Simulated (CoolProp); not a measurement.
1000 sccm (0 °C, 1 atm) of nitrogen bubbles through liquid p-xylene at 332.5 K and leaves saturated at a total pressure of 0.15 MPa (ideal gas phase). Each further row changes one setting.

Values from CoolProp's reference Helmholtz-energy equation of state, Zhou 2012.

| case | vapour pressure (kPa) | mole fraction of vapour | delivery (mg/min) | delivery (sccm) | change of delivery for a bath 1 K warmer (%) |
|---|---|---|---|---|---|
| as stated | 6.67 | 0.0445 | 220 | 46.5 | 4.7 |
| bath temperature 337.5 K | 8.29 | 0.0553 | 277 | 58.5 | 4.6 |
| total pressure 0.3 MPa | 6.67 | 0.0222 | 108 | 22.7 | 4.6 |
